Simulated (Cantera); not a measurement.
Charge: 1 mol Si, 0.026 mol N2O, 2.1 mol N2, at 1400 K and 1.40 Pa.

These are equilibrium values from Cantera (NASA tables, ideal gas, pure condensed phases), not measurements of a reactor. Candidate condensed phases: Si, SiO2, Si2N2O, Si3N4; 16 gas species. Mutual solubility and eutectic melting of coexisting phases are not modelled. Equilibrium is a limit: real reactors are often held back by kinetics, nucleation or transport.

Base state: N2 0.997, SiO 0.00338, Si 3.25e-5 (mole fractions); condensed: Si2N2O(s) + Si3N4(s).

Problem. What changes in the equilibrium state with this change: temperature from 1400 K to 925 K?

Solution. 
| species | before | after |
|---|---|---|
| N2 | 0.997 | 1.00 |
| SiO | 0.00338 | <1e-9 |
| Si | 3.25e-5 | <1e-9 |
| Si2N2O(s), mol | 0.0210 | 0.0260 |
| Si3N4(s), mol | 0.318 | 0.316 |
